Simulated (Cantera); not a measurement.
Feed: 1 mol Si, 2.9 mol NF3, 100 mol N2, held at 302 °C and 1.33 mbar.

Equilibrium computed with Cantera from the NASA thermochemical tables; the gas is ideal and each condensed phase is pure. Candidate condensed phases: Si, Si3N4; 16 gas species. The numbers say what is thermodynamically allowed, not how fast it happens.

Base state: N2 0.974, NF3 0.0127, SiF4 0.00966, F2 0.00353, F 0.000113 (mole fractions); condensed: gas only.

What changes in the equilibrium state with this change: pressure from 1.33 mbar to 13.0 mbar?


```json
[
 {"species": "N2", "before": "0.974", "after": "0.975"},
 {"species": "NF3", "before": "0.0127", "after": "0.0146"},
 {"species": "SiF4", "before": "0.00966", "after": "0.00968"},
 {"species": "F2", "before": "0.00353", "after": "0.000847"},
 {"species": "F", "before": "0.000113", "after": "1.77e-5"}
]
```
